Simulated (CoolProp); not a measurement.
Vapour-liquid equilibrium of benzene (1) + ethylbenzene (2) at 1.16 MPa; x and y are mole fractions of (1).

Computed with CoolProp (multi-fluid Helmholtz-energy mixture model, Thol 2012 and Zhou 2012; pair parameters Bell 2016).

| x | bubble temperature (K) | y at the bubble point | dew temperature at overall composition x (K) | liquid density (mol/L) |
|---|---|---|---|---|
| 0.05 | 527.1 | 0.094 | 529.1 | 5.928 |
| 0.15 | 518.7 | 0.266 | 524.4 | 6.187 |
| 0.25 | 510.5 | 0.416 | 519.5 | 6.453 |
| 0.35 | 502.6 | 0.546 | 514.2 | 6.726 |
| 0.45 | 495.0 | 0.656 | 508.5 | 7.008 |
| 0.55 | 487.7 | 0.750 | 502.3 | 7.296 |
| 0.65 | 480.8 | 0.827 | 495.4 | 7.592 |
| 0.75 | 474.3 | 0.890 | 487.7 | 7.895 |
| 0.85 | 468.3 | 0.941 | 478.5 | 8.204 |
| 0.95 | 462.8 | 0.983 | 467.2 | 8.518 |

No azeotrope shows between x = 0.05 and 0.95.

Pair parameters are fitted to limited data, so mixtures are less certain than the pure fluids.
